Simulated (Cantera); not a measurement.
A perfectly stirred reactor is fed with C3H8 : O2 : N2 : H2O = 1 : 5 : 18.8 : 1.2 (molar parts), equivalence ratio 1.0, at 1350 Torr; it is adiabatic with a 450 K inlet, and is followed from long to short residence time, starting on the burning branch (τ in s: 0.47, 0.12, 0.031, 0.0078, 0.002, 0.00051, 0.00013, 3.3e-05, 8.5e-06).

Computed with Cantera and GRI-Mech 3.0 (53 species, 325 reactions). GRI-Mech 3.0 was tuned for natural gas; its chemistry of propane as a main component is partial and can be far from experiment.

x: mole fraction; the columns are a selection and need not sum to one.

```csv
τ (s),T (K),x C3H8,x O2,x H2O,x H2,x CH2,x N2O
0.47,2286,2.25e-8,0.00559,0.185,0.00374,1.75e-8,1.67e-7
0.12,2281,?,?,0.185,0.00393,?,1.79e-7
0.031,2264,?,?,0.184,?,?,1.93e-7
0.0078,2224,1.08e-6,0.00965,0.181,0.00585,6.37e-7,2.03e-7
0.0020,2158,3.37e-6,0.0131,0.177,0.00802,1.60e-6,2.02e-7
0.00051,2068,1.03e-5,0.0176,0.171,0.0108,3.77e-6,1.90e-7
0.00013,1957,3.63e-5,0.0240,0.165,0.0134,9.46e-6,1.72e-7
3.3e-5,450,0.0385,0.192,0.0462,<1e-12,<1e-12,<1e-12
8.5e-6,450,0.0385,0.192,0.0462,<1e-12,<1e-12,<1e-12
```

Problem. Some entries are withheld; supply them.

Solution. 
- 0.12, x C3H8: 8.58e-8
- 0.12, x O2: 0.00613
- 0.12, x CH2: 6.50e-8
- 0.031, x C3H8: 3.12e-7
- 0.031, x O2: 0.00734
- 0.031, x H2: 0.00451
- 0.031, x CH2: 2.17e-7
